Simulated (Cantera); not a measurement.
**Thermodynamics of boron, boron nitride and boron oxide, feed B2O3 + H2**

Charge: 1 mol B2O3, a varied amount of H2, equilibrated at 3900 Pa.

Cantera equilibrium calculation (NASA polynomials, part measured and part estimated; ideal gas, pure solids and liquids). Candidate condensed phases: B, B2O3, B3O3H3, H2O; 23 gas species. The numbers say what is thermodynamically allowed, not how fast it happens.

**Question.** Map the stable condensed phases over T = 1175, 1275, 1375, 1475, 1575, 1675, 1775, 1875, 1975 K and n(H2) in mol = 1.8, 2.6, 3.6, 5, 7, 9.8, 14, 19, 27, 37, 52, 73.

**Answer.** 
```
T in K \ n(H2) in mol
         1.8 2.6 3.6   5   7 9.8  14  19  27  37  52  73
   1975    A   A   A   A   A   A   A   A   A   A   A   A
   1875    B   A   A   A   A   A   A   A   A   A   A   A
   1775    B   B   B   B   B   A   A   A   A   A   A   A
   1675    B   B   B   B   B   B   B   B   B   A   A   A
   1575    B   B   B   B   B   B   B   B   B   B   B   B
   1475    B   B   B   B   B   B   B   B   B   B   B   B
   1375    B   B   B   B   B   B   B   B   B   B   B   B
   1275    B   B   B   B   B   B   B   B   B   B   B   B
   1175    B   B   B   B   B   B   B   B   B   B   B   B
```
A: gas only; B: B2O3.
